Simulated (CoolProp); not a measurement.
Computed with CoolProp (reference Helmholtz-energy equation of state, Lemmon 2006). It is a short technical equation, of lower accuracy than the large ones.

Problem. For acetone, give the phase and the cv (kJ/(kg K)), speed of sound (m/s) at 438.1 K and 1.85 MPa.

Solution. 
- 438.1 K and 1.85 MPa: liquid; cv 1.86, speed of sound 533
